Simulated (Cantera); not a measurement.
What does this Cantera script print?

```python
import numpy as np
import cantera as ct

gas_names = """
    H2 OH
""".split()
cond_names = """
    Cr2O3(s) Cr2O3(L) Cr(cr) Cr(L)
""".split()


# ... load() reads the species with a 1 bar reference pressure and builds the phases ...
species = {s.name: s for s in load("nasa_gas.yaml", gas_names) + load("nasa_condensed.yaml", cond_names)}
# Each term lists the table entries of one substance; the one whose range holds T is used.
reactions = {
    '2 Cr2O3 + 3 H2(g) = 6 OH(g) + 4 Cr':
        [(-2, ['Cr2O3(s)', 'Cr2O3(L)']), (-3, ['H2']), (6, ['OH']), (4, ['Cr(cr)', 'Cr(L)'])],
}


def pick(names, T):
    return next(species[n] for n in names if species[n].thermo.min_temp <= T <= species[n].thermo.max_temp)


results = []
for label, terms in reactions.items():
    print(label)
    print("     T/K   dH/kJ  dS/(J/K)   dG/kJ   log10 K")
    for T in [300, 1400, 1450, 1500, 1550, 1600, 1650, 1700, 1750, 1800, 1850, 1900]:
        used = [(nu, pick(names, T)) for nu, names in terms]
        dH = sum(nu * s.thermo.h(T) for nu, s in used) / 1e6
        dS = sum(nu * s.thermo.s(T) for nu, s in used) / 1e3
        dG = dH - T * dS / 1e3
        logK = -dG * 1e6 / (ct.gas_constant * T * np.log(10))
        results.append((label, T, dH, dS, dG, logK, [s.name for _, s in used]))
        print(f"{T:8g} {dH:8.1f} {dS:8.1f} {dG:8.1f} {logK:8.2f}")
```

Result:

```
2 Cr2O3 + 3 H2(g) = 6 OH(g) + 4 Cr
     T/K   dH/kJ  dS/(J/K)   dG/kJ   log10 K
     300   2506.2    644.9   2312.7  -402.67
    1400   2470.5    589.6   1645.0   -61.38
    1450   2470.2    589.4   1615.5   -58.20
    1500   2470.2    589.4   1586.1   -55.23
    1550   2470.3    589.5   1556.6   -52.46
    1600   2470.6    589.7   1527.1   -49.85
    1650   2471.1    590.0   1497.6   -47.41
    1700   2471.8    590.4   1468.1   -45.11
    1750   2472.7    590.9   1438.6   -42.94
    1800   2473.7    591.5   1409.0   -40.89
    1850   2475.0    592.2   1379.4   -38.95
    1900   2476.5    593.0   1349.8   -37.11
```

Source: NASA polynomial tables (part measured, part estimated), evaluated in Cantera. Condensed species are held in their standard states even where they would react or evaporate.
